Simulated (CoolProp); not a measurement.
Vapour-liquid equilibrium of R22 (1) + R134a (2) at 297.7 K; x and y are mole fractions of (1).

Computed with CoolProp (multi-fluid Helmholtz-energy mixture model, Kamei 1995 and Tillner-Roth 1994; pair parameters Bell 2016).

```
x     bubble pressure (kPa)  y at the bubble point  dew pressure at overall composition x (kPa)  liquid density (mol/L)
----  ---------------------  ---------------------  -------------------------------------------  ----------------------
0.05             (withheld)                  0.077                                        671.8                   11.92
0.2                   747.3                  0.277                                        720.5                   12.15
0.35                  808.7                  0.444                                        773.4                   12.41
0.5                   865.6                  0.590                                        830.1                   12.69
0.65             (withheld)                  0.721                                        889.7                   12.99
0.8              (withheld)                  0.844                                        950.7                   13.31
0.95                   1016                  0.962                                         1011                   13.67
```

Question: What belongs in the gaps?

Answer: 
- 0.05, bubble pressure (kPa): 680.3
- 0.65, bubble pressure (kPa): 918.7
- 0.8, bubble pressure (kPa): 968.7

No azeotrope shows between x = 0.05 and 0.95.

Pair parameters are fitted to limited data, so mixtures are less certain than the pure fluids.
